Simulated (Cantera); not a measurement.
Feed: 1 mol MgO, 0.11 mol SO2, 6.7 mol CO2, at 675 K and 5.80 bar.

Equilibrium computed with Cantera from the NASA thermochemical tables; the gas is ideal and each condensed phase is pure. Candidate condensed phases: C, Mg, MgCO3, MgO, MgS, MgSO4, S; 26 gas species. Gases not in the tables: S3 to S7. Rates play no part.

Base state: CO2 0.996, SO2 0.00215, S2 0.000627, COS 0.000624, S8 0.000437, S2O 2.09e-5, CO 1.23e-5 (mole fractions); condensed: MgCO3(s) + MgSO4(s).

What changes in the equilibrium state with this change: temperature from 675 K to 1025 K?


```csv
species,before,after
CO2,0.996,0.984
SO2,0.00215,0.0162
CO,1.23e-5,1.73e-6
S2,0.000627,<1e-9
COS,0.000624,<1e-9
S8,0.000437,<1e-9
S2O,2.09e-5,<1e-9
"MgCO3(s), mol",0.934,0
"MgSO4(s), mol",0.0662,0
"MgO(s), mol",0,1.00
```
